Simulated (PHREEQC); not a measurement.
**Copper plating or etch bath: an equilibrium model**

Solution (25 °C): 0.001 mol CuCl2, 0.00024 mol HBF4 and 0.0019 mol NaCl per kg of water. Closed to the air; pH follows from the charge balance.

Model: ion-association model, wateq4f.dat, run in PHREEQC.

The pH is 3.28 and the ionic strength comes out as 0.00543 mol/kgw. The total alkalinity is -0.960 meq/kg.

```
species    molality  activity   log γ
---------  --------  --------  ------
Cl-         0.00389   0.00360  -0.035
Na+         0.00190   0.00176  -0.034
Cu+2       0.000985  0.000728  -0.131
H+         0.000559  0.000521  -0.031
F-         0.000548  0.000506  -0.035
HF         0.000395  0.000396   0.001
H3BO3      0.000238  0.000238   0.001
CuCl+       7.62e-6   7.05e-6  -0.034
CuF+        7.26e-6   6.71e-6  -0.034
BF2(OH)2-   1.47e-6   1.36e-6  -0.035
HF2-        8.33e-7   7.69e-7  -0.035
NaF         5.11e-7   5.12e-7   0.001
BF4-        4.58e-7   4.22e-7  -0.035
```

This is a speciation only: nothing precipitates in the calculation. Real BF4- forms and hydrolyses slowly; the run takes it at equilibrium.
